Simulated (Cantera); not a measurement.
## Hydrocarbon pyrolysis for carbon deposition

An isothermal, constant-pressure homogeneous reactor starts with 52.2 % CH4, 47.8 % N2, at 1723 K and 0.0523 atm.

Computed with Cantera and GRI-Mech 3.0 (53 species, 325 reactions). GRI-Mech 3.0 stops at C3 and has no aromatics, soot or wall deposition, so with more carbon than oxygen in the feed, carbon stays in small species such as C2H2 where larger ones or solid carbon would form.

```json
[
 {"t (s)": "6.00e-6", "x CH4": "0.522", "x C2H2": "<1e-12", "x C2H6": "1.16e-11", "x H2": "3.92e-6", "x HCN": "<1e-12", "x C2H4": "5.43e-12"},
 {"t (s)": "2.35e-5", "x CH4": "0.522", "x C2H2": "<1e-12", "x C2H6": "8.50e-10", "x H2": "1.78e-5", "x HCN": "<1e-12", "x C2H4": "1.08e-9"},
 {"t (s)": "9.21e-5", "x CH4": "0.522", "x C2H2": "1.56e-10", "x C2H6": "5.22e-8", "x H2": "7.24e-5", "x HCN": "<1e-12", "x C2H4": "1.19e-7"},
 {"t (s)": "0.000361", "x CH4": "0.521", "x C2H2": "5.01e-8", "x C2H6": "2.63e-6", "x H2": "0.000302", "x HCN": "<1e-12", "x C2H4": "8.52e-6"},
 {"t (s)": "0.00141", "x CH4": "0.518", "x C2H2": "1.51e-5", "x C2H6": "8.04e-5", "x H2": "0.00213", "x HCN": "9.94e-12", "x C2H4": "0.000481"},
 {"t (s)": "0.00553", "x CH4": "0.466", "x C2H2": "0.00411", "x C2H6": "0.000726", "x H2": "0.0438", "x HCN": "1.79e-9", "x C2H4": "0.0140"},
 {"t (s)": "0.0217", "x CH4": "0.244", "x C2H2": "0.0810", "x C2H6": "0.000269", "x H2": "0.266", "x HCN": "5.56e-8", "x C2H4": "0.0104"},
 {"t (s)": "0.0849", "x CH4": "0.0886", "x C2H2": "0.141", "x C2H6": "4.05e-5", "x H2": "0.425", "x HCN": "2.53e-7", "x C2H4": "0.00124"},
 {"t (s)": "0.333", "x CH4": "0.0205", "x C2H2": "0.164", "x C2H6": "2.98e-6", "x H2": "0.493", "x HCN": "7.37e-7", "x C2H4": "0.000246"},
 {"t (s)": "1.30", "x CH4": "0.00407", "x C2H2": "0.170", "x C2H6": "1.43e-7", "x H2": "0.510", "x HCN": "1.45e-6", "x C2H4": "0.000189"},
 {"t (s)": "5.11", "x CH4": "0.00116", "x C2H2": "0.171", "x C2H6": "1.54e-8", "x H2": "0.513", "x HCN": "2.24e-6", "x C2H4": "0.000188"},
 {"t (s)": "20.0", "x CH4": "0.000845", "x C2H2": "0.171", "x C2H6": "1.01e-8", "x H2": "0.513", "x HCN": "3.94e-6", "x C2H4": "0.000188"}
]
```
x: mole fraction; the columns are a selection and need not sum to one.

Equilibrium at this temperature and pressure: CH4 0.000706, C2H2 0.119, C2H6 7.05e-9, H2 0.513, HCN 0.104, C2H4 0.000131 (gas phase only).
